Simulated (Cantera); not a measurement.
Charge: 1 mol Si, 1.5 mol F₂, 0.93 mol N₂, held at 773.15 K and 0.0338 Torr.

Cantera equilibrium calculation (NASA polynomials, part measured and part estimated; ideal gas, pure solids and liquids). Candidate condensed phases: Si, Si₃N₄; 16 gas species. N₂ is the only nitrogen source here; it is nearly inert below about 1500 K, so the nitride shown seldom forms there in practice. The numbers say what is thermodynamically allowed, not how fast it happens.

Base state: N₂ 0.504, SiF₄ 0.496 (mole fractions); condensed: Si₃N₄(s).

What changes in the equilibrium state with this change: F₂ from 1.5 to 4.4 mol?


```
species        before    after
-------------  ------  -------
F               <1e-9    0.399
F₂              <1e-9    0.244
SiF₄            0.496    0.185
N₂              0.504    0.172
NF₃             <1e-9  9.01e-5
Si₃N₄(s), mol  0.0833        0
```

What changes in the equilibrium state with this change: 0.029 mol HCl added?


```tsv
species	before	after
N₂	0.504	0.496
SiF₄	0.496	0.486
HCl	0	0.0151
H₂	0	0.00183
SiCl₄	0	0.000915
Si₃N₄(s), mol	0.0833	0.0829
```
Further candidate phases: NH₄Cl.
